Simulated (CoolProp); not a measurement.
The fluid at 457.84 K and 9.94 MPa is throttled through a valve to 1.55 MPa with no heat exchange. The same conditions are run with several fluids, on thermodynamics alone (safety and materials aside).

Computed with CoolProp (reference Helmholtz-energy equation of state of each fluid (R115: Lemmon 2016; R21: Platzer 1990; n-butane: Bücker 2006; carbon monoxide: Lemmon 2006)). The equations of Platzer and Polt are older, rougher fits.

**Question.** Rank R115, R21, n-butane, carbon monoxide by temperature change (K), highest first.

**Answer.** carbon monoxide (-5.0), R115 (-42.4), R21 (-77.1), n-butane (-83.0)

```
fluid                                 final phase  final density (kg/m³)
---------------  --------------------------------  ---------------------
R115                                          gas                   76.9
R21              two-phase, vapour fraction 0.551                    113
n-butane                                      gas                   39.8
carbon monoxide                               gas                   11.5
```
